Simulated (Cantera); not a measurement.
# Diamond growth

A diamond (100) surface in a fixed gas of H2 with x(CH4) = 0.0056, x(H) = 0.024, x(CH3) = 0.00017, 0.210 bar; coverages are run to steady state.

Cantera simulation using the Harris–Goodwin 1993 mechanism for the reconstructed diamond (100) surface; the numbers are that mechanism's predictions, not measurements.

| T (K) | growth (µm/h) | θ c6HH | θ c6H* | θ c6*H | θ c6** | θ c6HM |
|---|---|---|---|---|---|---|
| 900 | 11.2 | 0.687 | 0.0113 | 0.290 | 0.00446 | 0.00597 |
| 975 | 16.9 | 0.616 | 0.0171 | 0.353 | 0.00825 | 0.00430 |
| 1050 | 23.4 | 0.550 | 0.0239 | 0.408 | 0.0138 | 0.00315 |
| 1125 | 30.2 | 0.490 | 0.0315 | 0.454 | 0.0214 | 0.00232 |
| 1200 | 34.9 | 0.437 | 0.0394 | 0.490 | 0.0310 | 0.00163 |
| 1275 | 33.5 | 0.390 | 0.0476 | 0.517 | 0.0427 | 0.000978 |
| 1350 | 25.9 | 0.350 | 0.0556 | 0.537 | 0.0561 | 0.000447 |
θ: site fractions in the mechanism's names (c6HH fully hydrogenated, c6H* and c6*H radical sites, c6** diradical, c6HM methylated).
